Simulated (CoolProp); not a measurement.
A Linde-Hampson liquefier for ethylene: isothermal reversible compression at 320 K from 1 atm to 5 MPa, throttling to 1 atm, return gas leaving the recuperator 0 K below the feed. Each further row changes one setting.

Values from CoolProp's reference Helmholtz-energy equation of state, Smukala 2000.

```csv
case,liquid yield per pass,compression work (kJ/kg of gas)
as stated,0.121,347
high pressure 10 MPa,0.320,?
warm-end temperature 350 K,?,?
warm-end gap 5 K,?,347
```

**Question.** Some entries are withheld; supply them.

**Answer.** 
- high pressure 10 MPa, compression work (kJ/kg of gas): 386
- warm-end temperature 350 K, liquid yield per pass: 0.087
- warm-end temperature 350 K, compression work (kJ/kg of gas): 387
- warm-end gap 5 K, liquid yield per pass: 0.110
